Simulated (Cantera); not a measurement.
A perfectly stirred reactor is fed with 27.4 % H₂, 16.1 % O₂, 56.5 % N₂, equivalence ratio 0.85, at 42000 Pa; it is held at 1275 K, and followed from long to short residence time.

Cantera simulation using GRI-Mech 3.0 (53 species, 325 reactions); the numbers are that mechanism's predictions, not measurements. The temperature is held fixed by assumption; the heat of reaction is taken as removed at once.

One state of this run: x H₂ = 0.00617; x O₂ = 0.0307; x NO₂ = 7.29e-10; x NO = 1.98e-6; x OH = 0.00152. x: mole fraction; the columns are a selection and need not sum to one.

Problem. Which value of τ (s) does it belong to?
A) 0.024
B) 0.0091
C) 0.0055
D) 0.80

Solution. B, 0.0091
